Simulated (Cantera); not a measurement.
## Gas-phase reforming

A perfectly stirred reactor is fed with 20.4 % CH4, 79.6 % H2O, at 36000 Pa; it is held at 1475 K, and followed from long to short residence time.

Detailed kinetics in Cantera: GRI-Mech 3.0 (53 species, 325 reactions).

| τ (s) | x CH4 | x H2O | x CO2 | x H | x H2 | x C2H6 |
|---|---|---|---|---|---|---|
| 3.2 | 0.0877 | 0.673 | 0.0103 | 7.13e-6 | 0.181 | 5.35e-5 |
| 1.1 | 0.122 | 0.727 | 0.00306 | 4.77e-6 | 0.114 | 0.000123 |
| 0.38 | 0.156 | 0.761 | 0.000525 | 2.80e-6 | 0.0620 | 0.000240 |
| 0.13 | 0.181 | 0.781 | 5.83e-5 | 1.39e-6 | 0.0275 | 0.000378 |
| 0.044 | 0.195 | 0.791 | 4.75e-6 | 5.60e-7 | 0.00938 | 0.000445 |
| 0.015 | 0.201 | 0.795 | 2.59e-7 | 1.98e-7 | 0.00242 | 0.000356 |
| 0.0052 | 0.203 | 0.796 | 6.58e-9 | 8.26e-8 | 0.000547 | 0.000177 |
| 0.0018 | 0.204 | 0.796 | 7.45e-11 | 4.99e-8 | 0.000135 | 5.46e-5 |
| 0.00061 | 0.204 | 0.796 | <1e-12 | 3.96e-8 | 3.78e-5 | 9.46e-6 |
x: mole fraction; the columns are a selection and need not sum to one.
